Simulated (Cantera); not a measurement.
**Gas-phase reforming**

An isothermal, constant-pressure homogeneous reactor starts with 29.4 % CH4, 70.6 % CO2, at 1825 K and 0.250 bar.

Computed with Cantera and GRI-Mech 3.0 (53 species, 325 reactions).

| t (s) | x CH4 | x CO2 | x H2O2 | x O2 | x C2H | x H2O |
|---|---|---|---|---|---|---|
| 0.000200 | 0.288 | 0.704 | <1e-12 | 1.98e-12 | 1.58e-9 | 0.000177 |
| 0.000422 | 0.273 | 0.698 | <1e-12 | 9.47e-12 | 2.38e-8 | 0.000929 |
| 0.000892 | 0.229 | 0.673 | <1e-12 | 7.26e-11 | 1.92e-7 | 0.00527 |
| 0.00188 | 0.164 | 0.615 | <1e-12 | 3.27e-10 | 5.64e-7 | 0.0212 |
| 0.00397 | 0.104 | 0.533 | 2.37e-12 | 9.38e-10 | 9.26e-7 | 0.0610 |
| 0.00839 | 0.0525 | 0.420 | 6.84e-12 | 2.55e-9 | 1.33e-6 | 0.135 |
| 0.0177 | 0.0184 | 0.296 | 2.27e-11 | 8.23e-9 | 1.95e-6 | 0.218 |
| 0.0374 | 0.00803 | 0.220 | 3.62e-11 | 1.61e-8 | 1.95e-6 | 0.234 |
| 0.0790 | 0.00662 | 0.172 | 2.20e-11 | 1.25e-8 | 1.05e-6 | 0.212 |
| 0.167 | 0.00480 | 0.135 | 1.28e-11 | 1.01e-8 | 4.34e-7 | 0.186 |
| 0.352 | 0.00243 | 0.111 | 8.35e-12 | 9.21e-9 | 1.08e-7 | 0.167 |
| 0.744 | 0.000416 | 0.102 | 6.83e-12 | 8.81e-9 | 6.83e-9 | 0.159 |
| 1.57 | 8.27e-7 | 0.101 | 7.91e-12 | 1.03e-8 | 7.21e-12 | 0.158 |
| 3.32 | 3.15e-10 | 0.101 | 7.95e-12 | 1.04e-8 | <1e-12 | 0.158 |
| 7.00 | 3.15e-10 | 0.101 | 7.95e-12 | 1.04e-8 | <1e-12 | 0.158 |
x: mole fraction; the columns are a selection and need not sum to one.

Equilibrium at this temperature and pressure: CH4 3.48e-10, CO2 0.101, H2O2 7.95e-12, O2 1.04e-8, C2H <1e-12, H2O 0.158 (gas phase only).
